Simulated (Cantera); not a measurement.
Input: 1 mol SiH₄, 0.16 mol C₂H₂, 1.6 mol H₂, held at 13.3 mbar.

Method: chemical equilibrium by Gibbs-energy minimisation in Cantera with the NASA 1993 tables (ideal gas, pure condensed phases). Candidate condensed phases: C, C₆H₆, C₇H₈, C₈H₁₈, Si, SiC; 87 gas species. Mutual solubility and eutectic melting of coexisting phases are not modelled. Gases not in the tables: Si₂H₆ and higher silanes. Equilibrium is a limit: real reactors are often held back by kinetics, nucleation or transport.

At 1723 K, list the 5 most abundant gas species with their mole fractions, and the condensed phases.

H₂ 0.998, H 0.00158, Si 7.38e-5, SiH₂ 1.70e-5, SiH 1.22e-5. Condensed: Si(l) + SiC(s).
